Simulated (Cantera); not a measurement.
Mixture: CH₃OH : O₂ : N₂ = 1 : 0.682 : 3.55 (molar parts), equivalence ratio 2.2, at 580000 Pa, adiabatic and at constant volume. Ignition delay is the time to a rise of 400 K.

Detailed kinetics in Cantera: GRI-Mech 3.0 (53 species, 325 reactions). GRI-Mech 3.0 was tuned for natural gas; its chemistry of methanol as a main component is partial and can be far from experiment.

Question: Predict: delay at 1150 K; delay at 1250 K; delay at 1350 K; delay at 1450 K; delay at 1550 K; apparent activation energy between 1450 and 1550 K.

Answer: 
```json
{
  "delay at 1150 K": "4.72 ms",
  "delay at 1250 K": "0.867 ms",
  "delay at 1350 K": "0.209 ms",
  "delay at 1450 K": "63.0 µs",
  "delay at 1550 K": "23.1 µs",
  "apparent activation energy between 1450 and 1550 K": "190 kJ/mol"
}
```
